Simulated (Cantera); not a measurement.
A perfectly stirred reactor is fed with CO : O2 : H2O : N2 = 0.021 : 0.0027 : 0.0091 : 1 (molar parts), equivalence ratio 3.9, at 101000 Pa; it is held at 1523 K, and followed from long to short residence time.

Cantera simulation using GRI-Mech 3.0 (53 species, 325 reactions); the numbers are that mechanism's predictions, not measurements.

**Question.** Predict: x(CO) at τ = 3.70 s; x(O2) at τ = 3.70 s; x(H2O) at τ = 3.70 s; x(NO) at τ = 3.70 s; x(CO) at τ = 37.0 ms; x(O2) at τ = 37.0 ms; x(H2O) at τ = 37.0 ms; x(NO) at τ = 37.0 ms.

**Answer.** 
```
Quantity                 Value
---------------------  -------
x(CO) at τ = 3.70 s     0.0121
x(O2) at τ = 3.70 s    1.58e-6
x(H2O) at τ = 3.70 s   0.00574
x(NO) at τ = 3.70 s    1.61e-7
x(CO) at τ = 37.0 ms    0.0122
x(O2) at τ = 37.0 ms   2.83e-5
x(H2O) at τ = 37.0 ms  0.00573
x(NO) at τ = 37.0 ms   6.99e-7
```
